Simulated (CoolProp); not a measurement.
m-xylene along the isotherm 564.8 K: density (kg/m³) from the reference equation and from simpler models built on Tc = 616.9 K, pc = 3535 kPa, ω = 0.326; each cubic takes its own stable root.

Model: reference Helmholtz-energy equation of state, Zhou 2012, in CoolProp.

```
p (kPa)  phase  reference
-------  -----  ---------
177        gas      4.103
353        gas      8.404
530        gas      12.99
707        gas      17.87
884        gas      23.11
1060       gas      28.75
1240       gas      35.09
1410       gas      41.74
1590       gas      49.77
1770       gas      59.30
```

**Question.** How far does each simpler model (ideal gas, van der Waals, Peng-Robinson) lie from the reference over these 10 states: mean and median of the absolute difference, and the worst?

**Answer.** 
- ideal gas: mean 16.0 %, median 15.1 %, worst -32.5 % at 564.8 K and 1770 kPa
- van der Waals: mean 5.2 %, median 4.4 %, worst -12.4 % at 564.8 K and 1770 kPa
- Peng-Robinson: mean 0.3 %, median 0.2 %, worst -1.2 % at 564.8 K and 1770 kPa
